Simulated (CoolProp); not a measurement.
Vapour-liquid equilibrium of CHF3 (R23) (1) + R13 (2) at 2000 kPa; x and y are mole fractions of (1).

Model: multi-fluid Helmholtz-energy mixture model, Penoncello 2003 and Platzer 1990; pair parameters Bell 2016, in CoolProp. This equation is an older, rougher fit; its heat capacities, sound speeds and derivatives of the liquid may be far off and weren't checked against measurements.

```tsv
x	bubble temperature, mixture model (°C)	bubble temperature, Raoult's law (°C)	y, mixture model	y, Raoult's law
0.05	-2.1	0.1	…	0.062
0.2	-7.5	-1.4	0.283	0.240
0.35	-10.4	-2.8	0.422	0.404
0.5	…	-4.1	0.535	0.557
0.65	-12.2	-5.3	…	0.700
0.8	-11.5	-6.5	…	0.834
0.95	…	-7.6	…	0.960
```

**Question.** Complete the blanks.

**Answer.** 
- 0.05, y, mixture model: 0.087
- 0.5, bubble temperature, mixture model (°C): -11.9
- 0.65, y, mixture model: 0.643
- 0.8, y, mixture model: 0.766
- 0.95, bubble temperature, mixture model (°C): -9.2
- 0.95, y, mixture model: 0.930

The largest gap from Raoult's law is -7.8 K in bubble temperature, at x = 0.5. y crosses x between x = 0.5 and 0.65: the model has an azeotrope there.

Pair parameters are fitted to limited data, so mixtures are less certain than the pure fluids.
